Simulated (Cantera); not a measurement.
An adiabatic, constant-volume homogeneous reactor starts with CH₄ : O₂ : N₂ = 1 : 1.11 : 3 (molar parts), at 1723 K and 720 Torr. Integrator tolerance rtol = 1e-08.

Computed with Cantera and GRI-Mech 3.0 (53 species, 325 reactions). Above 3000 K some thermodynamic fits are extrapolated.

Problem. What does this change do: pressure from 720 Torr to 3750 Torr?

Solution. 
| quantity | before | after |
|---|---|---|
| time of steepest temperature rise | 0.164 ms | 42.1 µs |
| temperature at 0.100 s | 3013 K | 3172 K |
| equilibrium temperature | 3013 K | 3172 K |
| x(CH₄) at 0.100 s | 6.01e-12 (gas-phase equilibrium 6.97e-12) | 1.25e-10 (gas-phase equilibrium 1.42e-10) |
| x(O₂) at 0.100 s | 0.00127 (gas-phase equilibrium 0.00127) | 0.000678 (gas-phase equilibrium 0.000678) |
| x(H₂O₂) at 0.100 s | 1.36e-7 (gas-phase equilibrium 1.36e-7) | 3.07e-7 (gas-phase equilibrium 3.07e-7) |
| x(H) at 0.100 s | 0.0434 (gas-phase equilibrium 0.0434) | 0.0299 (gas-phase equilibrium 0.0299) |
| x(CO) at 0.100 s | 0.140 (gas-phase equilibrium 0.140) | 0.142 (gas-phase equilibrium 0.142) |
| x(HCN) at 0.100 s | 1.42e-7 (gas-phase equilibrium 1.42e-7) | 7.75e-7 (gas-phase equilibrium 7.75e-7) |
| x(OH) at 0.100 s | 0.0157 (gas-phase equilibrium 0.0157) | 0.0125 (gas-phase equilibrium 0.0125) |

Problem. What does this change do: pressure from 720 Torr to 6380 Torr?

Solution. 
| quantity | before | after |
|---|---|---|
| time of steepest temperature rise | 0.164 ms | 27.6 µs |
| temperature at 0.100 s | 3013 K | 3219 K |
| equilibrium temperature | 3013 K | 3219 K |
| x(CH₄) at 0.100 s | 6.01e-12 (gas-phase equilibrium 6.97e-12) | 3.34e-10 (gas-phase equilibrium 3.79e-10) |
| x(O₂) at 0.100 s | 0.00127 (gas-phase equilibrium 0.00127) | 0.000530 (gas-phase equilibrium 0.000530) |
| x(H₂O₂) at 0.100 s | 1.36e-7 (gas-phase equilibrium 1.36e-7) | 3.85e-7 (gas-phase equilibrium 3.85e-7) |
| x(H) at 0.100 s | 0.0434 (gas-phase equilibrium 0.0434) | 0.0260 (gas-phase equilibrium 0.0260) |
| x(CO) at 0.100 s | 0.140 (gas-phase equilibrium 0.140) | 0.143 (gas-phase equilibrium 0.143) |
| x(HCN) at 0.100 s | 1.42e-7 (gas-phase equilibrium 1.42e-7) | 1.33e-6 (gas-phase equilibrium 1.33e-6) |
| x(OH) at 0.100 s | 0.0157 (gas-phase equilibrium 0.0157) | 0.0113 (gas-phase equilibrium 0.0113) |
